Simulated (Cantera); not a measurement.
Charge: 1 mol FeS, 2.5 mol H2S, 4.1 mol H2O, at 0.133 bar.

Equilibrium computed with Cantera from the NASA thermochemical tables; the gas is ideal and each condensed phase is pure. Candidate condensed phases: Fe, FeO, Fe(OH)2, Fe(OH)3, FeS, FeSO4, FeS2, Fe2O3, Fe2(SO4)3, Fe3O4, H2O, H2SO4, S; 22 gas species. FeS: taken at fixed stoichiometry. Gases not in the tables: S3 to S7. The numbers say what is thermodynamically allowed, not how fast it happens.

**Question.** Which condensed phases are stable at each of these points (T (K)): 825, 850, 875, 900, 925, 950, 975?

**Answer.** 
```json
[
 {"T (K)": "825", "condensed phases": "FeS(s) + FeS2(s)", "Fe condensed (%)": "100.0"},
 {"T (K)": "850", "condensed phases": "FeS(s)", "Fe condensed (%)": "100.0"},
 {"T (K)": "875", "condensed phases": "FeS(s)", "Fe condensed (%)": "100.0"},
 {"T (K)": "900", "condensed phases": "FeS(s)", "Fe condensed (%)": "100.0"},
 {"T (K)": "925", "condensed phases": "FeS(s)", "Fe condensed (%)": "100.0"},
 {"T (K)": "950", "condensed phases": "FeS(s)", "Fe condensed (%)": "100.0"},
 {"T (K)": "975", "condensed phases": "FeS(s)", "Fe condensed (%)": "100.0"}
]
```

At 825 K the condensed part is FeS(s) + FeS2(s). From 850 K to 975 K the condensed part is FeS(s).
